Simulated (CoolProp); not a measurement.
Saturation properties of n-pentane.

The numbers come from the reference Helmholtz-energy equation of state, Thol 2019 in CoolProp.

| T (K) | p (bar) | liquid density (kg/m³) | liquid viscosity (µPa s) | vapour viscosity (µPa s) |
|---|---|---|---|---|
| 353.1 | 3.677 | 561.9 | 104 | 7.68 |
| 355.1 | 3.867 | 559.5 | 102 | (withheld) |
| 357.1 | 4.064 | 557.1 | 99.7 | 7.74 |
| 359.1 | 4.268 | 554.7 | 97.7 | 7.77 |
| 361.1 | 4.480 | 552.3 | 95.7 | 7.80 |
| 363.1 | (withheld) | 549.8 | 93.8 | 7.83 |
| 365.1 | 4.928 | 547.3 | 91.9 | 7.86 |
| 367.1 | 5.164 | 544.8 | 90.0 | 7.89 |
| 369.1 | 5.409 | 542.3 | 88.2 | 7.92 |
| 371.2 | 5.675 | 539.6 | 86.2 | 7.95 |
| 373.2 | 5.937 | 537.0 | 84.5 | 7.98 |
| 375.2 | 6.208 | 534.4 | 82.7 | 8.01 |
| 377.2 | 6.489 | 531.8 | (withheld) | 8.03 |
| 379.2 | 6.778 | 529.1 | 79.3 | 8.06 |

**Question.** Complete the blanks.

**Answer.** 
- 355.1, vapour viscosity (µPa s): 7.71
- 363.1, p (bar): 4.700
- 377.2, liquid viscosity (µPa s): 81.0

It boils at 309.2 K under 1 atm.

Viscosity comes from a separate model (Quiñones-Cisneros 2006), older than the equation that it now runs on, and unchecked against measurements.
